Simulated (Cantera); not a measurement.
An isothermal, constant-pressure homogeneous reactor starts with C3H8 : H2 = 1 : 78 (molar parts), at 1925 K and 0.0110 bar.

Detailed kinetics in Cantera: GRI-Mech 3.0 (53 species, 325 reactions). GRI-Mech 3.0 was tuned for natural gas; its chemistry of propane as a main component is partial and can be far from experiment. GRI-Mech 3.0 stops at C3 and has no aromatics, soot or wall deposition, so with more carbon than oxygen in the feed, carbon stays in small species such as C2H2 where larger ones or solid carbon would form. Radical loss at walls, strong at low pressure, is not modelled.

One state of this run: x C3H8 = <1e-12; x H2 = 0.973; x CH2 = 7.94e-8; x C2H = 2.43e-6; x CH4 = 3.73e-5. x: mole fraction; the columns are a selection and need not sum to one.

Problem. Which value of t (s) does it belong to?
A. 1.00e-5
B. 0.0316
C. 13.3
D. 0.237

Solution. C, 13.3
